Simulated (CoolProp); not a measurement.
Sulfur hexafluoride along the isotherm -44.55 °C: density (kg/m³) from the reference equation and from simpler models built on Tc = 45.6 °C, pc = 3.755 MPa, ω = 0.210; each cubic takes its own stable root.

Computed with CoolProp (reference Helmholtz-energy equation of state, Guder 2009).

```json
[
 {"p (MPa)": "0.853", "phase": "liquid", "reference": "[?]", "van der Waals": "1163", "Redlich-Kwong": "1686", "Soave-Redlich-Kwong": "1742", "Peng-Robinson": "1973"},
 {"p (MPa)": "1.71", "phase": "liquid", "reference": "1828", "van der Waals": "1177", "Redlich-Kwong": "1696", "Soave-Redlich-Kwong": "[?]", "Peng-Robinson": "[?]"},
 {"p (MPa)": "2.56", "phase": "liquid", "reference": "[?]", "van der Waals": "[?]", "Redlich-Kwong": "1706", "Soave-Redlich-Kwong": "[?]", "Peng-Robinson": "1989"}
]
```

Question: Fill in the missing entries.

Answer: 
- 0.853, reference: 1823
- 1.71, Soave-Redlich-Kwong: 1751
- 1.71, Peng-Robinson: 1981
- 2.56, reference: 1832
- 2.56, van der Waals: 1188
- 2.56, Soave-Redlich-Kwong: 1758
